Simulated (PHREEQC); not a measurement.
A solution holds 17 mmol/kgw H2SO4, 73 mmol/kgw ZnSO4 and 0.23 mmol/kgw MnSO4, at 25 °C. Closed to the air; pH follows from the charge balance.

Model: ion-association model, phreeqc.dat, run in PHREEQC.

| quantity | before | after |
|---|---|---|
| pH | 1.87 | 2.05 |
| ionic strength (mol/kgw) | 0.173 | 0.164 |
| Zn+2 (mol/kgw) | 0.0389 | 0.0396 |
| SO4-2 (mol/kgw) | 0.0319 | 0.0286 |
| ZnSO4 (mol/kgw) | 0.0270 | 0.0282 |
| HSO4- (mol/kgw) | 0.0172 | 0.0229 |

Question: Which change was made?
A. MnSO4 from 0.00023 to 2.3e-05 mol/kgw
B. H2SO4 from 0.017 to 0.0034 mol/kgw
C. H2SO4 from 0.017 to 0.0255 mol/kgw
D. H2SO4 from 0.017 to 0.0017 mol/kgw
E. temperature from 25 to 60 °C

Answer: E, temperature from 25 to 60 °C

No solid was allowed to form. Away from 25 °C the constants follow the database's enthalpies or fits; those with neither stay at their 25 °C values.
